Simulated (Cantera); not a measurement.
A closed system holds: 1 mol Zr, 0.35 mol N2O, 6.7 mol H2O, held at 0.0133 bar.

Cantera equilibrium calculation (NASA polynomials, part measured and part estimated; ideal gas, pure solids and liquids). Candidate condensed phases: H2O, Zr, ZrN, ZrO2; 28 gas species. Rates play no part. All values below are at 2450 K.

Base state: H2O 0.582, H2 0.226, H 0.0828, N2 0.0449, OH 0.0416, O2 0.0107, O 0.0101, NO 0.00113 (mole fractions); condensed: ZrO2(tetragonal).

### Question
What changes in the equilibrium state with this change: pressure from 0.0133 bar to 0.230 bar?

### Answer
| species | before | after |
|---|---|---|
| H2O | 0.582 | 0.689 |
| H2 | 0.226 | 0.229 |
| N2 | 0.0449 | 0.0486 |
| H | 0.0828 | 0.0200 |
| OH | 0.0416 | 0.0118 |
| O | 0.0101 | 0.000686 |
| O2 | 0.0107 | 0.000853 |
| ZrO2 | 1.24e-5 | 7.21e-7 |
| NO | 0.00113 | 0.000333 |
| ZrO2(tetragonal), mol | 1.000 | 1.000 |
